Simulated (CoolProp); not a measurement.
A single-stage vapour-compression cycle with the fluid: evaporating at 218.15 K (dew point), condensing at 268.15 K (bubble point), superheat 5 K, subcooling 8 K, compressor efficiency 0.85, no pressure losses. The same conditions are run with several fluids, on thermodynamics alone (safety and materials aside).

Model: reference Helmholtz-energy equation of state of each fluid (propylene: Lemmon 2013; R404A: Lemmon 2003; R22: Kamei 1995; C2F6 (R116): Lemmon 2006; hydrogen sulfide: Lemmon 2006; hydrogen chloride: Thol 2018), in CoolProp. Blends and air are pseudo-pure fits.

Q: Rank propylene, R404A, R22, C2F6 (R116), hydrogen sulfide, hydrogen chloride by cooling COP, highest first.

A: propylene (3.20), R22 (3.17), R404A (3.08), hydrogen sulfide (3.04), hydrogen chloride (2.88), C2F6 (R116) (2.64)

```json
[
 {"fluid": "propylene", "pressure ratio": "7.02", "discharge temperature (K)": "308.8", "refrigerating effect (kJ/kg)": "359", "volumetric capacity (kJ/m³)": "597"},
 {"fluid": "R404A", "pressure ratio": "8.31", "discharge temperature (K)": "295.1", "refrigerating effect (kJ/kg)": "156", "volumetric capacity (kJ/m³)": "529"},
 {"fluid": "R22", "pressure ratio": "8.51", "discharge temperature (K)": "329.2", "refrigerating effect (kJ/kg)": "199", "volumetric capacity (kJ/m³)": "469"},
 {"fluid": "C2F6 (R116)", "pressure ratio": "5.34", "discharge temperature (K)": "275.8", "refrigerating effect (kJ/kg)": "63.5", "volumetric capacity (kJ/m³)": "1570"},
 {"fluid": "hydrogen sulfide", "pressure ratio": "6.76", "discharge temperature (K)": "379.0", "refrigerating effect (kJ/kg)": "460", "volumetric capacity (kJ/m³)": "1140"},
 {"fluid": "hydrogen chloride", "pressure ratio": "5.26", "discharge temperature (K)": "376.3", "refrigerating effect (kJ/kg)": "338", "volumetric capacity (kJ/m³)": "3080"}
]
```
